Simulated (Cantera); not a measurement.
An isothermal, constant-pressure homogeneous reactor starts with CH4 : N2 = 1 : 1.7 (molar parts), at 1675 K and 4.65 Torr.

Detailed kinetics in Cantera: GRI-Mech 3.0 (53 species, 325 reactions). GRI-Mech 3.0 stops at C3 and has no aromatics, soot or wall deposition, so with more carbon than oxygen in the feed, carbon stays in small species such as C2H2 where larger ones or solid carbon would form. Radical loss at walls, strong at low pressure, is not modelled.

**Question.** Predict: x(CH4) at 100 s; x(H) at 100 s; x(C2H2) at 100 s; x(C2H) at 100 s; x(HCN) at 100 s; x(C2H4) at 100 s.

**Answer.** 
- x(CH4) at 100 s: 0.000133 (gas-phase equilibrium 7.20e-5)
- x(H) at 100 s: 0.000944 (gas-phase equilibrium 0.000945)
- x(C2H2) at 100 s: 0.135 (gas-phase equilibrium 0.0829)
- x(C2H) at 100 s: 1.56e-6 (gas-phase equilibrium 9.57e-7)
- x(HCN) at 100 s: 1.11e-5 (gas-phase equilibrium 0.104)
- x(C2H4) at 100 s: 1.99e-5 (gas-phase equilibrium 1.22e-5)
